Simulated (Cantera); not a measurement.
A perfectly stirred reactor is fed with H₂ : O₂ : N₂ = 0.11 : 1 : 1.1 (molar parts), equivalence ratio 0.055, at 0.0267 bar; it is held at 1273 K, and followed from long to short residence time.

Model: the H2/O2 subset of GRI-Mech 3.0, which has no nitrogen chemistry, integrated in Cantera. Radical loss at walls, strong at low pressure, is not modelled. The temperature is held fixed by assumption; the heat of reaction is taken as removed at once.

Task: What does this change do: temperature 1273 to 1325 K?

Result: 
```tsv
quantity	before	after
x(H₂) at τ = 9.60 s	3.44e-5	3.39e-5
x(O₂) at τ = 9.60 s	0.438	0.438
x(H₂O) at τ = 9.60 s	0.0508	0.0507
x(OH) at τ = 9.60 s	0.000460	0.000568
x(H₂O₂) at τ = 9.60 s	3.62e-8	2.69e-8
x(H₂) at τ = 49.0 ms	0.000854	0.000836
x(O₂) at τ = 49.0 ms	0.431	0.430
x(H₂O) at τ = 49.0 ms	0.0474	0.0471
x(OH) at τ = 49.0 ms	0.00244	0.00292
x(H₂O₂) at τ = 49.0 ms	1.29e-7	1.06e-7
```

Task: What does this change do: N2 1.1 to 2.6 parts?

Result: 
```csv
quantity,before,after
x(H₂) at τ = 9.60 s,3.44e-5,2.96e-5
x(O₂) at τ = 9.60 s,0.438,0.258
x(H₂O) at τ = 9.60 s,0.0508,0.0299
x(OH) at τ = 9.60 s,0.000460,0.000341
x(H₂O₂) at τ = 9.60 s,3.62e-8,2.29e-8
x(H₂) at τ = 49.0 ms,0.000854,0.000682
x(O₂) at τ = 49.0 ms,0.431,0.254
x(H₂O) at τ = 49.0 ms,0.0474,0.0273
x(OH) at τ = 49.0 ms,0.00244,0.00169
x(H₂O₂) at τ = 49.0 ms,1.29e-7,7.34e-8
```
